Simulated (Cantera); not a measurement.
## Transport properties of process gases

Gas mixture: 39.7 % CO, 19.8 % C₃H₈, 40.5 % CH₄, at 0.203 Torr, frozen composition.

Cantera's kinetic-theory transport with the Lennard-Jones parameters of GRI-Mech 3.0, ideal gas; thermal conductivity in the mixture-averaged form. The composition is frozen, though it would react at the higher temperatures.

```
T (K)  ρ (kg/m³)  cp (J/kg/K)  μ (µPa s)  λ (mW/m/K)     Pr  D (cm²/s) N₂  D (cm²/s) H₂  D (cm²/s) H₂O
-----  ---------  -----------  ---------  ----------  -----  ------------  ------------  -------------
400     0.000214         1773       16.0        38.2  0.741          1150          4140           1250
550     0.000156         2125       20.4        56.1  0.772          1990          7090           2290
700     0.000122         2444       24.3        74.6  0.795          3010         10600           3590
850     0.000101         2713       27.8        93.1  0.811          4180         14700           5100
1000     8.56e-5         2945       31.1         111  0.824          5490         19200           6810
1150     7.44e-5         3127       34.2         129  0.830          6940         24300           8700
1300     6.58e-5         3283       37.1         146  0.835          8510         29700          10800
1450     5.90e-5         3417       39.9         162  0.840         10200         35600          13000
```
D: mixture-averaged diffusion coefficient of that species in the mixture.
